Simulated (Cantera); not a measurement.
A Cantera script and what it prints.

```python
import numpy as np
import cantera as ct

gas_names = """
    CL CL2 H HCL H2 N NH NH2 NH3 N2 N2H2 N2H4 Si SiCL SiCL2 SiCL3 SiCL4 SiH SiHCL3 SiH2 SiH2CL2 SiH3
    SiH3CL SiH4 SiN Si2 Si2N Si3
""".split()
cond_names = """
    NH4CL(a) NH4CL(b) Si(cr) Si(L) Si3N4(a)
""".split()


def load(file, names, dense=False):
    # The tables refer to 1 bar. Condensed volumes are neglected.
    table = {s.name: s for s in ct.Species.list_from_file(file)}
    out = []
    for n in names:
        d = dict(table[n].input_data)
        d["thermo"] = dict(d["thermo"], **{"reference-pressure": 1e5})
        if dense:
            d["equation-of-state"] = {"model": "constant-volume", "density": "1e6 g/cm^3"}
        out.append(ct.Species.from_dict(d))
    return out


gas = ct.Solution(thermo="ideal-gas", species=load("nasa_gas.yaml", gas_names))
cond = {s.name: ct.Solution(thermo="fixed-stoichiometry", species=[s], name=s.name)
        for s in load("nasa_condensed.yaml", cond_names, dense=True)}
atoms = {
    'SiHCl3': {'Si': 1, 'H': 1, 'CL': 3},
    'Cl2': {'CL': 2},
    'N2': {'N': 2},
}
top_T = {'Si3N4(a)': 2400}  # K; cautious upper limits of use, not melting points


def equilibrate(T, P, feed):
    n = {}
    for name, mol in feed.items():
        for a, k in atoms[name].items():
            n[a] = n.get(a, 0.0) + k * mol
    gas.TPX = T, P, n
    mass = sum(n.values()) * gas.mean_molecular_weight
    gas.equilibrate("TP")
    valid = [c for c in cond.values() if c.min_temp <= T <= top_T.get(c.name, c.max_temp)]
    mix = ct.Mixture([(gas, mass / gas.mean_molecular_weight)] + [(c, 0.0) for c in valid])
    mix.T, mix.P = T, P
    mix.equilibrate("TP", solver="vcs", rtol=1e-11, max_steps=5000)
    return mix


results = []
feed = {'SiHCl3': 1, 'Cl2': 0.014, 'N2': 53}  # mol
for P in [100, 300, 880, 2600, 7700, 23000, 68000, 200000]:
    for T in [1100, 1150, 1200, 1250, 1300, 1350, 1400, 1450, 1500, 1550, 1600, 1650]:
        mix = equilibrate(T, P, feed)
        results.append((T, P, feed, dict(zip(mix.species_names, mix.species_moles))))

for T, P, feed, n in results:
    print(f"{T:7g} {P:10.4g}  " + (" + ".join(c for c in cond_names if n.get(c, 0) > 1e-12) or "gas only"))
```

Result:

```
   1100        100  Si3N4(a)
   1150        100  Si3N4(a)
   1200        100  Si3N4(a)
   1250        100  Si3N4(a)
   1300        100  Si3N4(a)
   1350        100  Si3N4(a)
   1400        100  gas only
   1450        100  gas only
   1500        100  gas only
   1550        100  gas only
   1600        100  gas only
   1650        100  gas only
   1100        300  Si3N4(a)
   1150        300  Si3N4(a)
   1200        300  Si3N4(a)
   1250        300  Si3N4(a)
   1300        300  Si3N4(a)
   1350        300  Si3N4(a)
   1400        300  Si3N4(a)
   1450        300  gas only
   1500        300  gas only
   1550        300  gas only
   1600        300  gas only
   1650        300  gas only
   1100        880  Si3N4(a)
   1150        880  Si3N4(a)
   1200        880  Si3N4(a)
   1250        880  Si3N4(a)
   1300        880  Si3N4(a)
   1350        880  Si3N4(a)
   1400        880  Si3N4(a)
   1450        880  Si3N4(a)
   1500        880  gas only
   1550        880  gas only
   1600        880  gas only
   1650        880  gas only
   1100       2600  Si3N4(a)
   1150       2600  Si3N4(a)
   1200       2600  Si3N4(a)
   1250       2600  Si3N4(a)
   1300       2600  Si3N4(a)
   1350       2600  Si3N4(a)
   1400       2600  Si3N4(a)
   1450       2600  Si3N4(a)
   1500       2600  Si3N4(a)
   1550       2600  gas only
   1600       2600  gas only
   1650       2600  gas only
   1100       7700  Si3N4(a)
   1150       7700  Si3N4(a)
   1200       7700  Si3N4(a)
   1250       7700  Si3N4(a)
   1300       7700  Si3N4(a)
   1350       7700  Si3N4(a)
   1400       7700  Si3N4(a)
   1450       7700  Si3N4(a)
   1500       7700  Si3N4(a)
   1550       7700  Si3N4(a)
   1600       7700  Si3N4(a)
   1650       7700  gas only
   1100    2.3e+04  Si3N4(a)
   1150    2.3e+04  Si3N4(a)
   1200    2.3e+04  Si3N4(a)
   1250    2.3e+04  Si3N4(a)
   1300    2.3e+04  Si3N4(a)
   1350    2.3e+04  Si3N4(a)
   1400    2.3e+04  Si3N4(a)
   1450    2.3e+04  Si3N4(a)
   1500    2.3e+04  Si3N4(a)
   1550    2.3e+04  Si3N4(a)
   1600    2.3e+04  Si3N4(a)
   1650    2.3e+04  Si3N4(a)
   1100    6.8e+04  Si3N4(a)
   1150    6.8e+04  Si3N4(a)
   1200    6.8e+04  Si3N4(a)
   1250    6.8e+04  Si3N4(a)
   1300    6.8e+04  Si3N4(a)
   1350    6.8e+04  Si3N4(a)
   1400    6.8e+04  Si3N4(a)
   1450    6.8e+04  Si3N4(a)
   1500    6.8e+04  Si3N4(a)
   1550    6.8e+04  Si3N4(a)
   1600    6.8e+04  Si3N4(a)
   1650    6.8e+04  Si3N4(a)
   1100      2e+05  Si3N4(a)
   1150      2e+05  Si3N4(a)
   1200      2e+05  Si3N4(a)
   1250      2e+05  Si3N4(a)
   1300      2e+05  Si3N4(a)
   1350      2e+05  Si3N4(a)
   1400      2e+05  Si3N4(a)
   1450      2e+05  Si3N4(a)
   1500      2e+05  Si3N4(a)
   1550      2e+05  Si3N4(a)
   1600      2e+05  Si3N4(a)
   1650      2e+05  Si3N4(a)
```

Equilibrium computed with Cantera from the NASA thermochemical tables; the gas is ideal and each condensed phase is pure. N2 is the only nitrogen source here; it is nearly inert below about 1500 K, so the nitride shown seldom forms there in practice. The tables' values for SiCl3 are old estimates.
